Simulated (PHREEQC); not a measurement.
Make-up at 83 °C: 16 mmol/kgw HF, 1.5 mmol/kgw NaHF2, 0.046 mmol/kgw H2SiF6 and 13 mmol/kgw H2SO4. Closed to the air; pH follows from the charge balance.

Equilibrium calculation in PHREEQC: ion-association model, wateq4f.dat.

Precipitation was switched off in this run.

Question: Predict the pH.

Answer: pH 1.89.

Question: In which forms is F present?

Answer: HF 96 %, F- 1.8 %, H2F2 0.9 %, SiF6-2 0.6 % of the F.

Constants without temperature data keep their 25 °C values here. SiF6-2 is the database's only silicon fluoride.
